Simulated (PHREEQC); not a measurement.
A made-up water analysis in mg/L, 25 °C, pH 9.5, pe 8.6:

```
constituent           mg/L
------------------  ------
Na                    8.43
K                     12.5
Ca                    6.62
Mg                    3.72
Cl                    4.29
S(6) as SO4           26.4
Alkalinity as HCO3      43
Cd                    4.21
Si as SiO2          0.0109
Zn                  0.0157
B                   0.0236
F                   0.0578
```

Valence states are taken as typed.

All values are PHREEQC results (ion-association model, phreeqc.dat), not measurements.

### Question
The ionic strength comes out as 0.00196 mol/kgw. What activity coefficients do Ca+2, Cl-, CdOH+, Na+, HCO3- get?

### Answer
Ca+2 0.82, Cl- 0.95, CdOH+ 0.95, Na+ 0.95, HCO3- 0.95.

Precipitation was switched off in this run. Examples of supersaturated solids here: Otavite, Cd(OH)2. Others may be too. Species that the database lacks are ignored. SiF6-2 is the database's only silicon fluoride. Real BF4- forms and hydrolyses slowly; the run takes it at equilibrium. The database's zinc carbonate complexes are estimates, stronger than later reviews accept.
